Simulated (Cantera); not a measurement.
Cantera run:

```python
import numpy as np
import cantera as ct

gas_names = """
    B BH BH2 BH3 BN B2 H H2 N NH NH2 NH3 N2 N2H2 N2H4
""".split()
cond_names = """
    B(b) B(L) BN(s)
""".split()


# ... load() reads the species with a 1 bar reference pressure and builds the phases ...
atoms = {
    'borazine': {'B': 3, 'N': 3, 'H': 6},
    'NH3': {'N': 1, 'H': 3},
}
top_T = {'BN(s)': 3200}  # K; cautious upper limits of use, not melting points


# ... equilibrate(T, P, feed) seeds the gas with the atoms and calls Mixture.equilibrate('TP', solver="vcs", rtol=1e-11, max_steps=5000) ...
results = []
feed = {'borazine': 1, 'NH3': 0.18}  # mol
P = 1500  # Pa
for T in [1475, 1625, 1775, 1925, 2075, 2225, 2375]:
    mix = equilibrate(T, P, feed)
    results.append((T, P, feed, dict(zip(mix.species_names, mix.species_moles))))

top = {s: max(r[3][s] / sum(r[3][g] for g in gas_names) for r in results) for s in gas_names}
cols = sorted((s for s in top if top[s] > 1e-06), key=lambda s: -top[s])[:6]
seen = [c for c in cond_names if any(r[3].get(c, 0) > 1e-12 for r in results)]
print("log10 of partial pressures in bar; condensed amounts in mol")
print(f"{'T/K':>10s}" + "".join(f"{s[:9]:>10s}" for s in cols + seen))
for T, P, feed, n in results:
    ng = sum(n[g] for g in gas_names)
    print(f"{T:10.4g}" + "".join(f"{np.log10(max(n[s] / ng * P / 1e5, 1e-99)):10.3f}" for s in cols)
          + "".join(f"{n.get(c, 0):10.4g}" for c in seen))
```

Output:

```
log10 of partial pressures in bar; condensed amounts in mol
       T/K        H2        N2         H       BH2         B        BH      B(b)      B(L)     BN(s)
      1475    -1.836    -3.396    -5.805    -9.536   -14.624   -14.048         0         0         3
      1625    -1.836    -3.396    -5.069    -8.089   -11.987   -11.809         0         0         3
      1775    -1.837    -3.396    -4.457    -6.890    -9.800    -9.954         0         0         3
      1925    -1.839    -3.397    -3.939    -5.882    -7.958    -8.393         0         0         3
      2075    -1.846    -3.395    -3.497    -5.028    -6.386    -7.064         0         0     2.998
      2225    -1.926    -2.619    -3.151    -4.753    -5.416    -6.342     1.098         0     1.896
      2375    -2.049    -2.330    -2.875    -4.607    -4.611    -5.780         0     2.982         0
```

Cantera equilibrium calculation (NASA polynomials, part measured and part estimated; ideal gas, pure solids and liquids). The feed counts by its element totals alone. Mutual solubility and eutectic melting of coexisting phases are not modelled. The tables' values for BH2 are old estimates; treat these amounts as uncertain.
